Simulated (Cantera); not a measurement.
An isothermal plug-flow reactor at 625 K and 2.37 atm (inlet), inlet velocity 0.08 m/s, active area per volume 1300 1/m; feed H2 : O2 : N2 = 0.015 : 0.2 : 0.79 (molar parts), equivalence ratio 0.037.

Cantera simulation using Deutschmann's 1995 Pt surface mechanism with GRI-Mech 3.0 gas chemistry; the numbers are that mechanism's predictions, not measurements. Catalytic surfaces can have several steady states; this one follows from the mechanism file's or the stated starting coverage. Mass transfer to the wall is taken as infinitely fast.

x: gas mole fraction; θ: surface coverage.

```csv
z (m),x H2,x O2,x H2O,θ free Pt,θ O*,θ OH*
7.7e-05,0.00255,0.194,0.0125,0.0221,0.969,…
0.00017,0.00126,0.193,0.0138,0.0110,0.982,…
0.00036,0.000620,0.193,0.0144,0.00548,0.990,…
0.00077,0.000290,0.193,0.0147,0.00271,0.994,…
0.0017,0.000122,0.193,0.0149,0.00142,0.996,…
0.0036,4.32e-5,0.193,0.0150,0.000928,0.997,…
0.0077,8.33e-6,0.193,0.0150,0.000755,0.997,…
```

Question: Fill in the missing entries.

Answer: 
- 7.7e-05, θ OH*: 0.00908
- 0.00017, θ OH*: 0.00665
- 0.00036, θ OH*: 0.00477
- 0.00077, θ OH*: 0.00339
- 0.0017, θ OH*: 0.00246
- 0.0036, θ OH*: 0.00200
- 0.0077, θ OH*: 0.00180
